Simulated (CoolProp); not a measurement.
Saturated liquid density (kg/m³) of benzene: the reference equation beside estimates from Tc = 288.9 °C, pc = 4.906 MPa, ω = 0.211. Rackett uses Z = 0.29056 − 0.08775 ω.

The numbers come from the reference Helmholtz-energy equation of state, Thol 2012 in CoolProp.

| T (°C) | reference | Rackett | van der Waals | Redlich-Kwong | Soave-Redlich-Kwong | Peng-Robinson |
|---|---|---|---|---|---|---|
| 92.55 | 799.3 | 790.3 | 487.4 | 712.6 | 732.5 | 828.3 |
| 96.65 | 794.5 | 785.8 | 484.6 | 707.8 | 728.0 | 823.4 |
| 100.75 | 789.8 | 781.2 | 481.8 | 702.9 | 723.5 | 818.4 |
| 104.75 | 785.1 | 776.6 | 479.1 | 698.1 | 718.9 | 813.4 |
| 108.85 | 780.3 | 771.9 | 476.2 | 693.1 | 714.2 | 808.3 |
| 112.95 | 775.4 | 767.2 | 473.4 | 688.0 | 709.4 | 803.0 |
| 117.05 | 770.5 | 762.4 | 470.4 | 682.8 | 704.5 | 797.6 |
| 121.15 | 765.6 | 757.5 | 467.5 | 677.5 | 699.5 | 792.1 |
| 125.25 | 760.6 | 752.6 | 464.5 | 672.2 | 694.4 | 786.5 |
| 129.35 | 755.6 | 747.7 | 461.4 | 666.8 | 689.2 | 780.8 |
| 133.45 | 750.5 | 742.7 | 458.3 | 661.2 | 683.9 | 774.9 |

Absolute difference from the reference over all 11 rows, mean and median: Rackett 1.1 and 1.1 %, van der Waals 39.0 and 38.9 %, Redlich-Kwong 11.3 and 11.3 %, Soave-Redlich-Kwong 8.6 and 8.5 %, Peng-Robinson 3.5 and 3.6 %.
